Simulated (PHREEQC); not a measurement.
Make-up at 85 °C and 100 atm: 0.012 mol/kgw Na2CO3, 7.7e-05 mol/kgw K2SO4 and 0.00015 mol/kgw H4SiO4. Closed to the air; pH follows from the charge balance.

The numbers come from PHREEQC with the Pitzer model, pitzer.dat.

Precipitation was switched off in this run.

**Question.** Predict the pH, specific conductance, osmotic coefficient.

**Answer.** pH 10.03; specific conductance 7560 µS/cm; osmotic coefficient 0.914.

**Question.** In which forms is C present?

**Answer.** CO3-2 62 %, HCO3- 38 % of the C.

Complexes and solids missing from the database can't appear. Under pressure, the constants of complexes without a molar volume in the database are unreliable. At this temperature some constants are extrapolated from 25 °C, and those without enthalpy data are left unchanged.
